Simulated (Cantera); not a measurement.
An isothermal, constant-pressure homogeneous reactor starts with 1.68 % CO, 4.76 % O₂, 0.0271 % H₂O, 93.4 % N₂, 0.131 % H₂, equivalence ratio 0.19, at 1475 K and 101000 Pa.

Detailed kinetics in Cantera: GRI-Mech 3.0 (53 species, 325 reactions).

Q: Predict: x(CO) at 50.0 s; x(O₂) at 50.0 s; x(H₂O) at 50.0 s; x(H₂) at 50.0 s; x(NO) at 50.0 s; x(CO₂) at 50.0 s.

A: 
- x(CO) at 50.0 s = 2.87e-7 (gas-phase equilibrium 2.88e-7)
- x(O₂) at 50.0 s = 0.0389 (gas-phase equilibrium 0.0387)
- x(H₂O) at 50.0 s = 0.00159 (gas-phase equilibrium 0.00159)
- x(H₂) at 50.0 s = 1.09e-8 (gas-phase equilibrium 1.09e-8)
- x(NO) at 50.0 s = 6.27e-6 (gas-phase equilibrium 0.000510)
- x(CO₂) at 50.0 s = 0.0170 (gas-phase equilibrium 0.0170)
